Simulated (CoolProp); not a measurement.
Saturation properties of ammonia.

Computed with CoolProp (reference Helmholtz-energy equation of state, Gao 2020).

| T (°C) | p (MPa) | enthalpy of vaporisation (kJ/kg) | liquid cp (kJ/(kg K)) | liquid viscosity (µPa s) | vapour viscosity (µPa s) | liquid conductivity (mW/(m K)) |
|---|---|---|---|---|---|---|
| 44.55 | 1.760 | 1078 | 4.991 | 109 | 10.5 | 431 |
| 48.05 | 1.932 | 1061 | 5.040 | 106 | 10.6 | 422 |
| 51.45 | 2.111 | 1044 | 5.091 | 102 | 10.7 | 413 |
| 54.95 | 2.307 | 1025 | 5.149 | 99.1 | 10.9 | 403 |
| 58.45 | 2.517 | 1006 | 5.212 | 95.9 | 11.0 | 394 |
| 61.95 | 2.741 | 986.8 | 5.282 | 92.8 | 11.1 | 385 |
| 65.35 | 2.973 | 967.2 | 5.357 | 89.8 | 11.3 | 376 |
| 68.85 | 3.226 | 946.3 | 5.442 | 86.9 | 11.4 | 366 |
| 72.35 | 3.495 | 924.6 | 5.536 | 84.0 | 11.6 | 357 |
| 75.75 | 3.772 | 902.8 | 5.640 | 81.3 | 11.7 | 348 |
| 79.25 | 4.074 | 879.3 | 5.759 | 78.6 | 11.9 | 339 |
| 82.75 | 4.394 | 854.9 | 5.896 | 75.9 | 12.1 | 330 |
| 86.15 | 4.723 | 830.1 | 6.048 | 73.3 | 12.3 | 321 |
| 89.65 | 5.080 | 803.4 | 6.229 | 70.8 | 12.5 | 312 |
| 93.15 | 5.457 | 775.3 | 6.443 | 68.2 | 12.8 | 303 |

It boils at -33.3 °C under 1 atm.

Viscosity comes from a separate model (Fenghour 1995). Thermal conductivity comes from a separate model (Tufeu 1984).
